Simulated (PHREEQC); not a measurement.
A solution holds 0.028 mol/kgw CdCl2, 0.037 mol/kgw H3BO3 and 0.0074 mol/kgw H2SO4, at 25 °C. Closed to the air; pH follows from the charge balance.

Equilibrium calculation in PHREEQC: ion-association model, wateq4f.dat.

pH: 1.97
ionic strength: 0.0603 mol/kgw
total alkalinity: -14.8 meq/kg

| species | molality | activity | log γ |
|---|---|---|---|
| Cl- | 0.0379 | 0.0304 | -0.097 |
| H3BO3 | 0.0370 | 0.0375 | 0.006 |
| CdCl+ | 0.0149 | 0.0121 | -0.091 |
| H+ | 0.0128 | 0.0109 | -0.073 |
| Cd+2 | 0.00966 | 0.00417 | -0.365 |
| SO4-2 | 0.00348 | 0.00152 | -0.359 |
| HSO4- | 0.00198 | 0.00160 | -0.092 |
| CdSO4 | 0.00180 | 0.00183 | 0.006 |

No solid was allowed to form.
